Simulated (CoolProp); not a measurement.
Saturated liquid density (kg/m³) of dimethyl ether: the reference equation beside estimates from Tc = 127.2 °C, pc = 5337 kPa, ω = 0.196.

Computed with CoolProp (reference Helmholtz-energy equation of state, Wu 2011).

```
T (°C)  reference  Redlich-Kwong  Soave-Redlich-Kwong
------  ---------  -------------  -------------------
7.65        688.6          610.3                628.3
11.45       682.8          604.0                622.3
15.15       677.1          597.8                616.3
18.85       671.3          591.4                610.2
22.55       665.4          584.9                603.9
26.25       659.4          578.3                597.4
29.95       653.3          571.5                590.8
33.65       647.1          564.6                584.1
37.45       640.7          557.3                576.9
41.15       634.2          550.0                569.7
44.85       627.7          542.6                562.3
48.55       621.0          534.9                554.7
52.25       614.1          527.1                546.9
```

Absolute difference from the reference over all 13 rows, mean and median: Redlich-Kwong 12.6 and 12.5 %, Soave-Redlich-Kwong 9.7 and 9.6 %.
